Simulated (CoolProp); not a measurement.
Carbon dioxide along the isotherm 327.7 K: density (kg/m³) from the reference equation and from simpler models built on Tc = 304.1 K, pc = 7377 kPa, ω = 0.224; each cubic takes its own stable root.

Computed with CoolProp (reference Helmholtz-energy equation of state, Span 1996).

```
p (kPa)          phase  reference
-------  -------------  ---------
233                gas      3.796
415                gas      6.807
738                gas      12.25
1310               gas      22.25
2330               gas      41.31
4150               gas      80.42
7380     supercritical      178.3
13100    supercritical      582.7
23300    supercritical      796.4
41500    supercritical      915.1
73800    supercritical       1019
```

Question: How far does each simpler model (van der Waals, Soave-Redlich-Kwong, Peng-Robinson) lie from the reference over these 11 states: mean and median of the absolute difference, and the worst?

Answer: 
- van der Waals: mean 8.1 %, median 0.6 %, worst -25.1 % at 327.7 K and 73800 kPa
- Soave-Redlich-Kwong: mean 3.5 %, median 0.4 %, worst -14.7 % at 327.7 K and 13100 kPa
- Peng-Robinson: mean 2.3 %, median 1.7 %, worst -7.9 % at 327.7 K and 13100 kPa
